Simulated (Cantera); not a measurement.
Input: 1 mol toluene, 0.095 mol H₂O, at 0.0270 bar.

Method: chemical equilibrium by Gibbs-energy minimisation in Cantera with the NASA 1993 tables (ideal gas, pure condensed phases). Candidate condensed phases: C, C₆H₆, C₇H₈, C₈H₁₈, H₂O; 110 gas species. Rates play no part. All values below are at 2600 K.

Base state: H₂ 0.763, H 0.204, CO 0.0204, C₂H₂ (acetylene) 0.0124, C₂H 0.000291, C₄H₂ 8.31e-5, C₃ 8.20e-5, C 2.31e-5 (mole fractions); condensed: C(graphite).

### Question
What changes in the equilibrium state with this change: 0.053 mol H₂S added?

### Answer
| species | before | after |
|---|---|---|
| H₂ | 0.763 | 0.754 |
| H | 0.204 | 0.203 |
| CO | 0.0204 | 0.0199 |
| CS | 0 | 0.0105 |
| C₂H₂ (acetylene) | 0.0124 | 0.0122 |
| S | 0 | 0.000364 |
| SH | 0 | 0.000157 |
| C(graphite), mol | 6.78 | 6.73 |
Further candidate phases: H₂SO₄, S.

### Question
What changes in the equilibrium state with this change: H₂O from 0.095 to 0.032 mol?

### Answer
```tsv
species	before	after
H₂	0.763	0.774
H	0.204	0.206
C₂H₂ (acetylene)	0.0124	0.0126
CO	0.0204	0.00706
C₄H₂	8.31e-5	8.44e-5
C₂H₂ (vinylidene)	1.33e-5	1.35e-5
C₂H	0.000291	0.000293
C	2.31e-5	2.31e-5
C(graphite), mol	6.78	6.85
```
